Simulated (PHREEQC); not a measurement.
Solution (75 °C): 0.025 mol/kgw NH4HF2, 3.3e-05 mol/kgw H2SiF6, 0.0007 mol/kgw H3BO3, 7.4e-05 mol/kgw H2SO4 and 0.00051 mol/kgw HF. Closed to the air; pH follows from the charge balance.

Equilibrium calculation in PHREEQC: ion-association model, wateq4f.dat.

pH: 3.55
ionic strength: 0.0254 mol/kgw
total alkalinity: -25.9 meq/kg

| species | molality | activity | log γ |
|---|---|---|---|
| NH4+ | 0.0250 | 0.0211 | -0.073 |
| F- | 0.0224 | 0.0188 | -0.076 |
| HF | 0.0210 | 0.0211 | 0.003 |
| HF2- | 0.00205 | 0.00172 | -0.076 |
| BF4- | 0.000654 | 0.000545 | -0.079 |
| H+ | 0.000323 | 0.000281 | -0.061 |
| H2F2 | 0.000163 | 0.000164 | 0.003 |
| SO4-2 | 6.04e-5 | 3.13e-5 | -0.285 |
| SiF6-2 | 3.30e-5 | 1.72e-5 | -0.284 |
| BF3OH- | 3.21e-5 | 2.67e-5 | -0.079 |
| BF2(OH)2- | 1.21e-5 | 1.01e-5 | -0.079 |

Precipitation was switched off in this run. Complexes and solids missing from the database can't appear. Away from 25 °C the constants follow the database's enthalpies or fits; those with neither stay at their 25 °C values. SiF6-2 is the database's only silicon fluoride. Real BF4- forms and hydrolyses slowly; the run takes it at equilibrium.
